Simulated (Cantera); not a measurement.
Charge: 1 mol SiC, a varied amount of O₂, 5.6 mol N₂, at 1500 °C and 1.30e-5 bar.

Cantera equilibrium calculation (NASA polynomials, part measured and part estimated; ideal gas, pure solids and liquids). Candidate condensed phases: C, Si, SiC, SiO₂, Si₂N₂O, Si₃N₄; 34 gas species. Kinetics and transport are ignored.

### Question
Which condensed phases are stable at each of these points (n(O₂) (mol)): 0.0029, 0.0061, 0.0093, 0.012, 0.016, 0.019, 0.022, 0.025, 0.028, 0.032?

### Answer
| n(O₂) (mol) | condensed phases | Si condensed (%) |
|---|---|---|
| 0.0029 | C(graphite) + SiC(s) | 98.0 |
| 0.0061 | C(graphite) + SiC(s) | 98.0 |
| 0.0093 | C(graphite) + SiC(s) | 98.0 |
| 0.012 | SiC(s) | 97.6 |
| 0.016 | SiC(s) | 96.8 |
| 0.019 | SiC(s) | 96.2 |
| 0.022 | SiC(s) | 95.6 |
| 0.025 | SiC(s) | 95.1 |
| 0.028 | SiC(s) | 94.5 |
| 0.032 | SiC(s) | 93.8 |

From 0.0029 mol O₂ to 0.0093 mol O₂ the condensed part is C(graphite) + SiC(s). From 0.012 mol O₂ to 0.032 mol O₂ the condensed part is SiC(s).
